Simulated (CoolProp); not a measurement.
Vapour-liquid equilibrium of CH2F2 (R32) (1) + R143a (2) at 3.97 bar; x and y are mole fractions of (1).

Model: multi-fluid Helmholtz-energy mixture model, Tillner-Roth 1997 and Lemmon and Jacobsen 2000; pair parameters Bell 2016, in CoolProp.

| x | bubble temperature (K) | y at the bubble point | dew temperature at overall composition x (K) | liquid density (mol/L) |
|---|---|---|---|---|
| 0.05 | 258.6 | 0.078 | 259.0 | 13.01 |
| 0.15 | 256.9 | 0.213 | 257.7 | 13.64 |
| 0.25 | 255.6 | 0.328 | 256.5 | 14.30 |
| 0.35 | 254.5 | 0.428 | 255.3 | 15.02 |
| 0.45 | 253.7 | 0.518 | 254.3 | 15.79 |
| 0.55 | 253.0 | 0.601 | 253.4 | 16.64 |
| 0.65 | 252.6 | 0.681 | 252.7 | 17.56 |
| 0.75 | 252.3 | 0.762 | 252.4 | 18.57 |
| 0.85 | 252.3 | 0.849 | 252.3 | 19.68 |
| 0.95 | 252.4 | 0.945 | 252.4 | 20.91 |

y crosses x between x = 0.75 and 0.85: the model has an azeotrope there.

The pair parameters rest on a limited set of measurements; away from them the model extrapolates.
